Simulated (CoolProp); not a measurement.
n-perfluorohexane at several states: fugacity coefficient from the reference equation and from simpler models built on Tc = 174.9 °C, pc = 1742 kPa, ω = 0.497; each cubic takes its own stable root.

Model: reference Helmholtz-energy equation of state, Gao 2022, in CoolProp.

| T (°C) | p (kPa) | phase | reference | van der Waals | Peng-Robinson |
|---|---|---|---|---|---|
| 43.05 | 625 | liquid | 0.09827 | 0.5197 | 0.09911 |
| 32.45 | 4920 | liquid | 0.01174 | 0.1032 | 0.01196 |
| 164.25 | 63.3 | gas | 0.9862 | 0.9886 | 0.9851 |
